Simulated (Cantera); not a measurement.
Input (Python, Cantera) and output of one run.

```python
import numpy as np
import cantera as ct

gas_names = """
    H HNO HNO2 HNO3 HO2 H2 H2O H2O2 N NH NH2 NH3 NH2OH NO NO2 NO3 N2 N2H2 N2H4 N2O O OH O2 O3 V VN VO
    VO2
""".split()
cond_names = """
    H2O(s) H2O(L) V(cr) V(L) VN(s) VO(s) VO(L) V2O3(s) V2O3(L) V2O4(I) V2O4(II) V2O4(L) V2O5(s) V2O5(L)
""".split()


# ... load() reads the species with a 1 bar reference pressure and builds the phases ...
atoms = {
    'V2O3': {'V': 2, 'O': 3},
    'H2': {'H': 2},
    'N2': {'N': 2},
}
top_T = {'VN(s)': 2300}  # K; cautious upper limits of use, not melting points


# ... equilibrate(T, P, feed) seeds the gas with the atoms and calls Mixture.equilibrate('TP', solver="vcs", rtol=1e-11, max_steps=5000) ...
results = []
feed = {'V2O3': 1, 'H2': 8.2, 'N2': 1.7}  # mol
T = 1698  # K
P = 170  # Pa
mix = equilibrate(T, P, feed)
results.append((T, P, feed, dict(zip(mix.species_names, mix.species_moles))))
print(gas.report(threshold=0.0001))
for i in range(1, mix.n_phases):
    print(f"{mix.phase(i).name:16s} {mix.phase_moles(i):12.5e} mol")
```

It prints:

```
       temperature   1698 K
          pressure   170 Pa
           density   7.9459e-05 kg/m^3
  mean mol. weight   6.5988 kg/kmol
   phase of matter   gas

                          1 kg             1 kmol
                     ---------------   ---------------
          enthalpy        6.3798e+06        4.2099e+07  J
   internal energy        4.2403e+06        2.7981e+07  J
           entropy             38137        2.5166e+05  J/K
    Gibbs function       -5.8377e+07       -3.8522e+08  J
 heat capacity c_p            5090.9             33594  J/K
 heat capacity c_v            3830.9             25279  J/K

                      mass frac. Y      mole frac. X     chem. pot. / RT
                     ---------------   ---------------   ---------------
                 H        0.00048437         0.0031709           -12.775
                H2           0.24975           0.81747            -25.55
               H2O          0.021523         0.0078838           -55.125
                N2           0.72781           0.17144           -34.542
     [  +24 minor]        0.00043504         3.675e-05

V(cr)             0.00000e+00 mol
VN(s)             0.00000e+00 mol
VO(s)             1.56644e-01 mol
V2O3(s)           9.21504e-01 mol
V2O4(II)          0.00000e+00 mol
V2O5(L)           0.00000e+00 mol
```

Equilibrium computed with Cantera from the NASA thermochemical tables; the gas is ideal and each condensed phase is pure. Mutual solubility and eutectic melting of coexisting phases are not modelled. VO: taken at fixed stoichiometry. Condensed phases not in the tables: the oxides between V2O3 and V2O5 other than VO2.
